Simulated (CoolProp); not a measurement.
Properties of nitrous oxide along the isobar 2640 kPa.

The numbers come from the reference Helmholtz-energy equation of state, Lemmon 2006 in CoolProp. It is a short technical equation, of lower accuracy than the large ones.

```csv
T (K),phase,cp (kJ/(kg K)),speed of sound (m/s)
293.4,gas,1.177,239.1
301.5,gas,1.137,245.0
309.6,gas,1.109,250.5
317.8,gas,1.089,255.8
325.9,gas,1.075,260.7
334.1,gas,1.065,265.4
342.2,gas,1.057,269.8
350.3,gas,1.052,274.1
358.5,gas,1.048,278.3
366.6,gas,1.046,282.3
374.7,gas,1.045,286.2
382.9,gas,1.044,290.0
391,gas,1.045,293.7
399.1,gas,1.046,297.3
407.3,gas,1.047,300.9
```
